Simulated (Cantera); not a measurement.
Input (Python, Cantera) and output of one run.

```python
import numpy as np
import cantera as ct

gas_names = """
    CL CL2 H HCL H2 Si SiCL SiCL2 SiCL3 SiCL4 SiH SiHCL3 SiH2 SiH2CL2 SiH3 SiH3CL SiH4 Si2 Si3
""".split()
cond_names = """
    Si(cr) Si(L)
""".split()


def load(file, names, dense=False):
    # The tables refer to 1 bar. Condensed volumes are neglected.
    table = {s.name: s for s in ct.Species.list_from_file(file)}
    out = []
    for n in names:
        d = dict(table[n].input_data)
        d["thermo"] = dict(d["thermo"], **{"reference-pressure": 1e5})
        if dense:
            d["equation-of-state"] = {"model": "constant-volume", "density": "1e6 g/cm^3"}
        out.append(ct.Species.from_dict(d))
    return out


gas = ct.Solution(thermo="ideal-gas", species=load("nasa_gas.yaml", gas_names))
cond = {s.name: ct.Solution(thermo="fixed-stoichiometry", species=[s], name=s.name)
        for s in load("nasa_condensed.yaml", cond_names, dense=True)}
atoms = {
    'SiH2Cl2': {'Si': 1, 'H': 2, 'CL': 2},
    'H2': {'H': 2},
}
top_T = {}  # K; cautious upper limits of use, not melting points


def equilibrate(T, P, feed):
    n = {}
    for name, mol in feed.items():
        for a, k in atoms[name].items():
            n[a] = n.get(a, 0.0) + k * mol
    gas.TPX = T, P, n
    mass = sum(n.values()) * gas.mean_molecular_weight
    gas.equilibrate("TP")
    valid = [c for c in cond.values() if c.min_temp <= T <= top_T.get(c.name, c.max_temp)]
    mix = ct.Mixture([(gas, mass / gas.mean_molecular_weight)] + [(c, 0.0) for c in valid])
    mix.T, mix.P = T, P
    mix.equilibrate("TP", solver="vcs", rtol=1e-11, max_steps=5000)
    return mix


results = []
feed = {'SiH2Cl2': 1, 'H2': 3.2}  # mol
P = 47000  # Pa
for T in [1173, 1223, 1273, 1323, 1373, 1423, 1473, 1523, 1573, 1623, 1673]:
    mix = equilibrate(T, P, feed)
    results.append((T, P, feed, dict(zip(mix.species_names, mix.species_moles))))
    x = sorted(zip(gas.X, gas.species_names), reverse=True)
    print(f"T = {T:g} K  P = {P:g} Pa  gas = {mix.phase_moles(0):.4g} mol")
    print("   x: " + "  ".join(f"{s} {v:.3e}" for v, s in x if v > 0.0001))
    print("   condensed (mol): " + ("  ".join(f"{mix.phase(i).name} {mix.phase_moles(i):.4g}"
          for i in range(1, mix.n_phases) if mix.phase_moles(i) > 1e-12) or "none"))
```

Output:

```
T = 1173 K  P = 47000 Pa  gas = 4.727 mol
   x: H2 8.503e-01  SiCL4 6.486e-02  HCL 4.204e-02  SiHCL3 3.058e-02  SiCL3 5.576e-03  SiCL2 4.727e-03  SiH2CL2 1.845e-03
   condensed (mol): Si(cr) 0.4913
T = 1223 K  P = 47000 Pa  gas = 4.758 mol
   x: H2 8.396e-01  SiCL4 5.915e-02  HCL 5.472e-02  SiHCL3 2.802e-02  SiCL2 8.676e-03  SiCL3 8.024e-03  SiH2CL2 1.769e-03
   condensed (mol): Si(cr) 0.4973
T = 1273 K  P = 47000 Pa  gas = 4.797 mol
   x: H2 8.269e-01  HCL 6.883e-02  SiCL4 5.194e-02  SiHCL3 2.494e-02  SiCL2 1.482e-02  SiCL3 1.084e-02  SiH2CL2 1.658e-03
   condensed (mol): Si(cr) 0.5
T = 1323 K  P = 47000 Pa  gas = 4.845 mol
   x: H2 8.127e-01  HCL 8.368e-02  SiCL4 4.343e-02  SiCL2 2.356e-02  SiHCL3 2.140e-02  SiCL3 1.368e-02  SiH2CL2 1.510e-03
   condensed (mol): Si(cr) 0.498
T = 1373 K  P = 47000 Pa  gas = 4.901 mol
   x: H2 7.977e-01  HCL 9.830e-02  SiCL2 3.484e-02  SiCL4 3.417e-02  SiHCL3 1.754e-02  SiCL3 1.604e-02  SiH2CL2 1.332e-03
   condensed (mol): Si(cr) 0.4905
T = 1423 K  P = 47000 Pa  gas = 4.959 mol
   x: H2 7.831e-01  HCL 1.116e-01  SiCL2 4.794e-02  SiCL4 2.507e-02  SiCL3 1.743e-02  SiHCL3 1.365e-02  SiH2CL2 1.134e-03
   condensed (mol): Si(cr) 0.4781
T = 1473 K  P = 47000 Pa  gas = 5.015 mol
   x: H2 7.701e-01  HCL 1.227e-01  SiCL2 6.149e-02  SiCL3 1.753e-02  SiCL4 1.710e-02  SiHCL3 1.008e-02  SiH2CL2 9.313e-04
   condensed (mol): Si(cr) 0.4626
T = 1523 K  P = 47000 Pa  gas = 5.063 mol
   x: H2 7.596e-01  HCL 1.312e-01  SiCL2 7.402e-02  SiCL3 1.645e-02  SiCL4 1.091e-02  SiHCL3 7.092e-03  SiH2CL2 7.418e-04
   condensed (mol): Si(cr) 0.4469
T = 1573 K  P = 47000 Pa  gas = 5.102 mol
   x: H2 7.517e-01  HCL 1.370e-01  SiCL2 8.456e-02  SiCL3 1.459e-02  SiCL4 6.623e-03  SiHCL3 4.817e-03  SiH2CL2 5.777e-04
   condensed (mol): Si(cr) 0.4327
T = 1623 K  P = 47000 Pa  gas = 5.13 mol
   x: H2 7.463e-01  HCL 1.407e-01  SiCL2 9.283e-02  SiCL3 1.246e-02  SiCL4 3.901e-03  SiHCL3 3.205e-03  SiH2CL2 4.444e-04
   condensed (mol): Si(cr) 0.421
T = 1673 K  P = 47000 Pa  gas = 5.149 mol
   x: H2 7.427e-01  HCL 1.429e-01  SiCL2 9.908e-02  SiCL3 1.039e-02  SiCL4 2.272e-03  SiHCL3 2.118e-03  SiH2CL2 3.406e-04  H 1.432e-04
   condensed (mol): Si(cr) 0.4117
```

Method: chemical equilibrium by Gibbs-energy minimisation in Cantera with the NASA 1993 tables (ideal gas, pure condensed phases). The tables' values for SiCl3, SiCl are old estimates; treat these amounts as uncertain.
